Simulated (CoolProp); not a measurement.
m-xylene at 293.15 K and 0.715 MPa is throttled through a valve to 0.326 MPa with no heat exchange. Each further row changes one setting.

Values from CoolProp's reference Helmholtz-energy equation of state, Zhou 2012.

| case | temperature change (K) |
|---|---|
| as stated | ? |
| outlet pressure 0.0978 MPa | ? |
| outlet pressure 0.424 MPa | ? |

Fill in the missing entries.


- as stated, temperature change (K): +0.2
- outlet pressure 0.0978 MPa, temperature change (K): +0.3
- outlet pressure 0.424 MPa, temperature change (K): +0.1
